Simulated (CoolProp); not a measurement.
Values from CoolProp's reference Helmholtz-energy equation of state, Thol 2019.

For dodecamethylpentasiloxane (MD3M), give the phase and the cp (kJ/(kg K)), expansivity (1/kK) at 620 K and 0.298 MPa; 620 K and 0.596 MPa; 620 K and 1.19 MPa.


- 620 K and 0.298 MPa: gas; cp 2.15, expansivity 2.81
- 620 K and 0.596 MPa: gas; cp 2.27, expansivity 6.23
- 620 K and 1.19 MPa: liquid; cp 2.59, expansivity 7.66
